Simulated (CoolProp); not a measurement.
Vapour-liquid equilibrium of nitrogen (1) + carbon monoxide (2) at 1760 kPa; x and y are mole fractions of (1).

Values from CoolProp's multi-fluid Helmholtz-energy mixture model, Span 2000 and Lemmon 2006; pair parameters Gernert 2013.

```csv
x,bubble temperature (K),y at the bubble point,dew temperature at overall composition x (K),liquid density (mol/L)
0.05,118.4,0.060,118.5,20.90
0.2,117.4,0.234,117.6,?
0.35,?,0.396,?,21.02
0.5,115.6,0.547,115.9,21.06
0.65,114.8,?,115.0,21.11
0.8,114.1,0.824,?,21.16
0.95,?,?,113.5,21.21
```

**Question.** Some entries are withheld; supply them.

**Answer.** 
- 0.2, liquid density (mol/L): 20.96
- 0.35, bubble temperature (K): 116.5
- 0.35, dew temperature at overall composition x (K): 116.7
- 0.65, y at the bubble point: 0.689
- 0.8, dew temperature at overall composition x (K): 114.2
- 0.95, bubble temperature (K): 113.4
- 0.95, y at the bubble point: 0.956

No azeotrope shows between x = 0.05 and 0.95.

The pair parameters rest on a limited set of measurements; away from them the model extrapolates.
